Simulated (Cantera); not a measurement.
Cantera with NASA thermochemical tables; ideal gases at 1 bar, condensed phases pure. Values are per mole of reaction as written; species without (g) are pure solids or liquids, kept so even where they would boil at 1 bar. ZrN: taken at fixed stoichiometry.

O2(g) + 2 ZrO2 + 2 NH3(g) = 2 ZrN + 3 H2O2(g), with ΔH° = 1147.4 kJ and ΔS° = 89.9 J/K at 300 K.

Q: How far is the shortcut ΔG° ≈ ΔH°(300 K) − T·ΔS°(300 K) from the full temperature-dependent value at 2125, 2200, 2275, 2350, 2425, 2500, 2575 K?

A: 
```tsv
T (K)	shortcut (kJ)	full (kJ)	difference (kJ)	difference in log10 K	condensed phases
2125	956.3	973.8	-17.5	0.43	ZrO2(tetragonal), ZrN(s)
2200	949.5	968.1	-18.6	0.44	ZrO2(tetragonal), ZrN(s)
2275	942.8	962.4	-19.6	0.45	ZrO2(tetragonal), ZrN(s)
2350	936.0	956.6	-20.6	0.46	ZrO2(tetragonal), ZrN(s)
2425	929.3	950.9	-21.6	0.46	ZrO2(tetragonal), ZrN(s)
2500	922.5	945.0	-22.5	0.47	ZrO2(tetragonal), ZrN(s)
2575	915.8	939.2	-23.4	0.47	ZrO2(tetragonal), ZrN(s)
```
The shortcut ignores heat capacities and the phase changes listed.
